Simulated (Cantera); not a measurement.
A closed system holds: 1 mol CCl4, 0.016 mol CH4, 0.087 mol H2, equilibrated at 0.000200 bar.

These are equilibrium values from Cantera (NASA tables, ideal gas, pure condensed phases), not measurements of a reactor. Candidate condensed phases: C, C6H6, C7H8, C8H18; 91 gas species. Equilibrium is a limit: real reactors are often held back by kinetics, nucleation or transport.

Which condensed phases are stable at each of these points (T (K)): 1850, 1950, 2050, 2150, 2250, 2350, 2450, 2550, 2650, 2750?


```
T (K)  condensed phases  C condensed (%)
-----  ----------------  ---------------
1850        C(graphite)            100.0
1950        C(graphite)            100.0
2050        C(graphite)            100.0
2150        C(graphite)            100.0
2250        C(graphite)             99.9
2350        C(graphite)             99.7
2450        C(graphite)             98.3
2550        C(graphite)             92.2
2650        C(graphite)             66.6
2750           gas only              0.0
```

From 1850 K to 2650 K the condensed part is C(graphite). At 2750 K nothing is condensed.
